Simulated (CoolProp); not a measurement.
A Linde-Hampson liquefier for ethane: isothermal reversible compression at 320 K from 1 atm to 30 MPa, throttling to 1 atm, return gas leaving the recuperator 10 K below the feed. Each further row changes one setting.

The numbers come from the reference Helmholtz-energy equation of state, Bücker 2006 in CoolProp.

```tsv
case	liquid yield per pass	compression work (kJ/kg of gas)
as stated	0.453	390
high pressure 60 MPa	0.424	457
warm-end temperature 350 K	0.377	457
warm-end gap 15 K	0.446	390
```
